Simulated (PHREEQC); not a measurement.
A solution holds 0.001 mol/kgw MgCl2, 8.5e-05 mol/kgw Na2SO4 and 0.0011 mol/kgw MgSO4, at 30 °C. Closed to the air; pH follows from the charge balance.

The numbers come from PHREEQC with the ion-association model, phreeqc.dat.

This is a speciation only: nothing precipitates in the calculation.

Question: Estimate the ionic strength, specific conductance.

Answer: ionic strength 0.00670 mol/kgw; specific conductance 515 µS/cm.

Question: In which forms is Mg present?

Answer: Mg+2 89 %, MgSO4 11 % of the Mg.

Complexes and solids missing from the database can't appear.
